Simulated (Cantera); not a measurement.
Feed: 1 mol B2H6, 0.92 mol H2O, a varied amount of H2, equilibrated at 0.133 bar.

Cantera equilibrium calculation (NASA polynomials, part measured and part estimated; ideal gas, pure solids and liquids). Candidate condensed phases: B, B2O3, B3O3H3, H2O; 23 gas species. The feed counts by its element totals alone. Mutual solubility and eutectic melting of coexisting phases are not modelled. Gases not in the tables: H3BO3. The numbers say what is thermodynamically allowed, not how fast it happens.

What condenses at these points (T in °C, n(H2) in mol): (1400, 2.8); (1500, 4.9); (1650, 19); (1800, 11); (1600, 1.7)?


| T (°C) | n(H2) in mol | condensed phases | B condensed (%) |
|---|---|---|---|
| 1400 | 2.8 | B + B2O3 | 67.3 |
| 1500 | 4.9 | B | 55.7 |
| 1650 | 19 | B | 54.0 |
| 1800 | 11 | B | 53.6 |
| 1600 | 1.7 | B | 55.4 |
